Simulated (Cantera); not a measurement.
What does this Cantera script print?

```python
import numpy as np
import cantera as ct

gas = ct.Solution("SiF4_NH3_mec.yaml", "gas")
gas.TPX = 2200, 101325, {'NH3': 1, 'H2': 11}
inlet = ct.Reservoir(gas, clone=True)

reactor = ct.IdealGasConstPressureReactor(gas, energy="off", clone=False)
exhaust = ct.Reservoir(gas, clone=True)
tau = [11, 3.2, 0.97, 0.29, 0.089, 0.027, 0.0081, 0.0024, 0.00074][0]
for a, b in ((inlet, reactor), (reactor, exhaust)):
    ct.MassFlowController(a, b, mdot=lambda t: reactor.mass / tau)
net = ct.ReactorNet([reactor])
show = ['NH3', 'H2', 'N2H2', 'NH2', 'H', 'N2H4', 'NH']

rows = []
print(f"{'tau/s':>10s}{'T/K':>9s}" + "".join(f"{s:>11s}" for s in show))
for tau in [11, 3.2, 0.97, 0.29, 0.089, 0.027, 0.0081, 0.0024, 0.00074]:
    net.initial_time = 0.0
    net.advance(30 * tau)
    before = gas.X
    net.advance(40 * tau)
    drift = np.max(np.abs(gas.X - before) / (gas.X + 1e-9))
    rows.append([gas.T, *gas[show].X, drift])
    print(f"{tau:10.3e}{gas.T:9.1f}" + "".join(f"{x:11.3e}" for x in gas[show].X))
```

Result:

```
     tau/s      T/K        NH3         H2       N2H2        NH2          H       N2H4         NH
 1.100e+01   2200.0  4.124e-04  9.559e-01  3.081e-10  7.331e-06  5.493e-03  5.767e-12  1.051e-06
 3.200e+00   2200.0  7.703e-04  9.558e-01  1.057e-09  1.362e-05  5.462e-03  1.989e-11  1.941e-06
 9.700e-01   2200.0  1.434e-03  9.555e-01  3.494e-09  2.492e-05  5.368e-03  6.664e-11  3.489e-06
 2.900e-01   2200.0  2.838e-03  9.550e-01  1.184e-08  4.679e-05  5.091e-03  2.350e-10  6.206e-06
 8.900e-02   2200.0  6.305e-03  9.538e-01  3.978e-08  9.038e-05  4.423e-03  8.775e-10  1.040e-05
 2.700e-02   2200.0  1.637e-02  9.493e-01  1.288e-07  1.798e-04  3.374e-03  3.478e-09  1.579e-05
 8.100e-03   2200.0  3.768e-02  9.386e-01  3.243e-07  3.156e-04  2.544e-03  1.072e-08  2.098e-05
 2.400e-03   2200.0  6.192e-02  9.259e-01  5.383e-07  4.336e-04  2.098e-03  2.024e-08  2.396e-05
 7.400e-04   2200.0  7.610e-02  9.185e-01  5.780e-07  4.697e-04  1.834e-03  2.376e-08  2.283e-05
```

Cantera simulation using the gas-phase N/H chemistry of the illustrative SiF4/NH3 mechanism in the Surface Chemkin manual (1991); the numbers are that mechanism's predictions, not measurements. Walls and surfaces, which speed up NH3 decomposition in real reactors, are not modelled.
